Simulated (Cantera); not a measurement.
**Equilibrium for boron, boron nitride and boron oxide: B2O3 + H2O + N2**

Input: 1 mol B2O3, 1.2 mol H2O, 4.7 mol N2, equilibrated at 10.0 mbar.

These are equilibrium values from Cantera (NASA tables, ideal gas, pure condensed phases), not measurements of a reactor. Candidate condensed phases: B, BN, B2O3, B3O3H3, H2O; 39 gas species. Gases not in the tables: H3BO3. The numbers say what is thermodynamically allowed, not how fast it happens.

| T (K) | x N2 | x HBO2 | x H2O | x B2O3 | x H2 | x BO2 | n B2O3(l) |
|---|---|---|---|---|---|---|---|
| 1373 | 0.784 | 0.0303 | 0.185 | 0.000125 | 8.97e-5 | 2.37e-6 | 0.908 |
| 1398 | 0.781 | 0.0388 | 0.180 | 0.000229 | 0.000115 | 4.21e-6 | 0.881 |
| 1423 | 0.777 | 0.0491 | 0.174 | 0.000410 | 0.000145 | 7.31e-6 | 0.849 |
| 1448 | 0.772 | 0.0613 | 0.166 | 0.000719 | 0.000180 | 1.24e-5 | 0.809 |
| 1473 | 0.765 | 0.0754 | 0.157 | 0.00124 | 0.000222 | 2.06e-5 | 0.761 |
| 1498 | 0.758 | 0.0915 | 0.148 | 0.00208 | 0.000269 | 3.36e-5 | 0.703 |
| 1523 | 0.750 | 0.109 | 0.136 | 0.00345 | 0.000321 | 5.36e-5 | 0.635 |
| 1548 | 0.741 | 0.129 | 0.124 | 0.00561 | 0.000378 | 8.39e-5 | 0.555 |
| 1573 | 0.730 | 0.149 | 0.111 | 0.00898 | 0.000439 | 0.000129 | 0.460 |
| 1598 | 0.717 | 0.170 | 0.0974 | 0.0141 | 0.000502 | 0.000193 | 0.348 |
| 1623 | 0.703 | 0.191 | 0.0835 | 0.0220 | 0.000567 | 0.000284 | 0.214 |
| 1648 | 0.686 | 0.209 | 0.0697 | 0.0336 | 0.000631 | 0.000408 | 0.0504 |
x: gas mole fraction; n: condensed amount in mol.

From 1373 K to 1648 K the condensed part is B2O3(l). The share of B in condensed phases is highest at 1373 K (90.8 %) and lowest at 1648 K (5.0 %).
